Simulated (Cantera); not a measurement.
A closed system holds: 1 mol Si2H6, 0.21 mol NO, 1.7 mol H2, held at 1423 K and 750 Torr.

Method: chemical equilibrium by Gibbs-energy minimisation in Cantera with the NASA 1993 tables (ideal gas, pure condensed phases). Candidate condensed phases: H2O, Si, SiO2, Si2N2O, Si3N4; 35 gas species. The feed counts by its element totals alone. Mutual solubility and eutectic melting of coexisting phases are not modelled. The tables hold silica as quartz up to 1696 K and as liquid above; real silica turns to tridymite and cristobalite and melts near 1996 K. Equilibrium is a limit: real reactors are often held back by kinetics, nucleation or transport.

Base state: H2 1.000, SiO 0.000118 (mole fractions); condensed: Si(s) + SiO2(β-quartz) + Si2N2O(s).

Q: What changes in the equilibrium state with this change: NO from 0.21 to 11 mol?

A: 
| species | before | after |
|---|---|---|
| N2 | 9.75e-9 | 0.484 |
| H2O | 1.38e-6 | 0.414 |
| O2 | <1e-9 | 0.101 |
| H2 | 1.000 | 8.33e-7 |
| SiO | 0.000118 | <1e-9 |
| NO | <1e-9 | 0.000447 |
| OH | <1e-9 | 6.54e-5 |
| Si(s), mol | 1.74 | 0 |
| SiO2(β-quartz), mol | 0.0522 | 2.00 |
| Si2N2O(s), mol | 0.105 | 0 |
Gases not in the tables: Si(OH)4.
